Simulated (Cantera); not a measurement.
Input (Python, Cantera) and output of one run.

```python
import numpy as np
import cantera as ct

gas_names = """
    B BH BH2 BH3 BO BO2 B2 B2O B2O2 B2O3 B3O3H3 H HBO HBO2 HO2 H2 H2O H2O2 H3B3O6 O OH O2 O3
""".split()
cond_names = """
    B(b) B(L) B2O3(L) B3O3H3(cr) H2O(s) H2O(L)
""".split()


def load(file, names, dense=False):
    # The tables refer to 1 bar. Condensed volumes are neglected.
    table = {s.name: s for s in ct.Species.list_from_file(file)}
    out = []
    for n in names:
        d = dict(table[n].input_data)
        d["thermo"] = dict(d["thermo"], **{"reference-pressure": 1e5})
        if dense:
            d["equation-of-state"] = {"model": "constant-volume", "density": "1e6 g/cm^3"}
        out.append(ct.Species.from_dict(d))
    return out


gas = ct.Solution(thermo="ideal-gas", species=load("nasa_gas.yaml", gas_names))
cond = {s.name: ct.Solution(thermo="fixed-stoichiometry", species=[s], name=s.name)
        for s in load("nasa_condensed.yaml", cond_names, dense=True)}
atoms = {
    'B': {'B': 1},
    'H2O': {'H': 2, 'O': 1},
    'O2': {'O': 2},
}
top_T = {}  # K; cautious upper limits of use, not melting points


def equilibrate(T, P, feed):
    n = {}
    for name, mol in feed.items():
        for a, k in atoms[name].items():
            n[a] = n.get(a, 0.0) + k * mol
    gas.TPX = T, P, n
    mass = sum(n.values()) * gas.mean_molecular_weight
    gas.equilibrate("TP")
    valid = [c for c in cond.values() if c.min_temp <= T <= top_T.get(c.name, c.max_temp)]
    mix = ct.Mixture([(gas, mass / gas.mean_molecular_weight)] + [(c, 0.0) for c in valid])
    mix.T, mix.P = T, P
    mix.equilibrate("TP", solver="vcs", rtol=1e-11, max_steps=5000)
    return mix


results = []
T = 1225  # K
P = 1000  # Pa
for m in [0.068, 0.088, 0.12, 0.15, 0.2, 0.25, 0.33, 0.43, 0.56, 0.73, 0.96, 1.2, 1.6]:
    feed = {'B': 1, 'H2O': 0.047, 'O2': m}  # mol
    mix = equilibrate(T, P, feed)
    results.append((T, P, feed, dict(zip(mix.species_names, mix.species_moles))))

top = {s: max(r[3][s] / sum(r[3][g] for g in gas_names) for r in results) for s in gas_names}
cols = sorted((s for s in top if top[s] > 1e-06), key=lambda s: -top[s])[:7]
seen = [c for c in cond_names if any(r[3].get(c, 0) > 1e-12 for r in results)]
print("log10 of partial pressures in bar; condensed amounts in mol")
print(f"{'n(O2)':>10s}" + "".join(f"{s[:9]:>10s}" for s in cols + seen))
for T, P, feed, n in results:
    ng = sum(n[g] for g in gas_names)
    print(f"{feed['O2']:10.4g}" + "".join(f"{np.log10(max(n[s] / ng * P / 1e5, 1e-99)):10.3f}" for s in cols)
          + "".join(f"{n.get(c, 0):10.4g}" for c in seen))
```

Output:

```
log10 of partial pressures in bar; condensed amounts in mol
     n(O2)        H2        O2       H2O      HBO2       HBO    B3O3H3    H3B3O6      B(b)   B2O3(L)
     0.068    -2.001   -27.576    -8.114    -6.986    -5.046    -5.162   -14.143     0.878   0.06095
     0.088    -2.001   -27.576    -8.114    -6.986    -5.046    -5.162   -14.143    0.8513   0.07429
      0.12    -2.001   -27.576    -8.114    -6.986    -5.046    -5.162   -14.143    0.8086   0.09562
      0.15    -2.001   -27.576    -8.114    -6.986    -5.046    -5.162   -14.143    0.7686    0.1156
       0.2    -2.001   -27.576    -8.114    -6.986    -5.046    -5.162   -14.143     0.702     0.149
      0.25    -2.001   -27.576    -8.114    -6.986    -5.046    -5.162   -14.143    0.6353    0.1823
      0.33    -2.001   -27.576    -8.114    -6.986    -5.046    -5.162   -14.143    0.5286    0.2356
      0.43    -2.001   -27.576    -8.114    -6.986    -5.046    -5.162   -14.143    0.3953    0.3023
      0.56    -2.001   -27.576    -8.114    -6.986    -5.046    -5.162   -14.143     0.222     0.389
      0.73    -2.071   -16.877    -2.835    -4.346    -7.755   -13.292    -6.225         0    0.4999
      0.96    -9.376    -2.089    -2.745    -4.301   -15.105   -35.340    -6.090         0    0.4993
       1.2    -9.686    -2.044    -3.034    -4.446   -15.271   -35.840    -6.523         0    0.4991
       1.6    -9.955    -2.024    -3.293    -4.575   -15.411   -36.258    -6.911         0    0.4988
```

Equilibrium computed with Cantera from the NASA thermochemical tables; the gas is ideal and each condensed phase is pure. Mutual solubility and eutectic melting of coexisting phases are not modelled. Gases not in the tables: H3BO3.
